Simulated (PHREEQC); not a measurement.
Dissolve 0.011 mol/kgw MnSO4, 0.0079 mol/kgw MgSO4 and 0.04 mol/kgw H2SO4 at 25 °C. Closed to the air; pH follows from the charge balance.

Equilibrium calculation in PHREEQC: ion-association model, phreeqc.dat.

Each row changes one thing in this solution. No solid was allowed to form.

| case | pH | ionic strength (mol/kgw) | HSO4- (mol/kgw) | SO4-2 (mol/kgw) | Mn+2 (mol/kgw) | Mg+2 (mol/kgw) | SI of Pyrochroite (Mn(OH)2) |
|---|---|---|---|---|---|---|---|
| as made | 1.42 | 0.102 | 0.0334 | 0.0188 | 0.00742 | 0.00480 | -14.90 |
| 0.0014 mol/kgw TMAH added | 1.43 | 0.103 | 0.0331 | 0.0191 | 0.00739 | 0.00478 | -14.88 |
| MgSO4 from 0.0079 to 0.079 mol/kgw | 1.55 | 0.223 | 0.0447 | 0.0434 | ___ | 0.0414 | -14.77 |
| H2SO4 left out | 6.57 | 0.0489 | 1.81e-7 | 0.0122 | 0.00741 | 0.00481 | -4.51 |
| H2SO4 replaced by (NH4)2SO4 at the same molality | 5.51 | 0.137 | 5.11e-6 | 0.0389 | 0.00604 | 0.00374 | -6.84 |
| MgSO4 from 0.0079 to 0.00711 mol/kgw | 1.41 | 0.101 | 0.0332 | 0.0186 | 0.00743 | 0.00433 | -14.90 |
| diluted 10-fold with water | 2.24 | 0.0147 | 0.00155 | 0.00390 | 0.000865 | ___ | -13.99 |
| 0.0073 mol/kgw KHCO3 added | 1.47 | 0.104 | 0.0314 | 0.0202 | 0.00729 | 0.00469 | -14.80 |
| diluted 100-fold with water | 3.13 | 0.00184 | 3.36e-5 | 0.000542 | 0.000103 | 7.27e-5 | -13.00 |

**Question.** Some entries are withheld; supply them.

**Answer.** 
- MgSO4 from 0.0079 to 0.079 mol/kgw, Mn+2 (mol/kgw): 0.00666
- diluted 10-fold with water, Mg+2 (mol/kgw): 0.000582
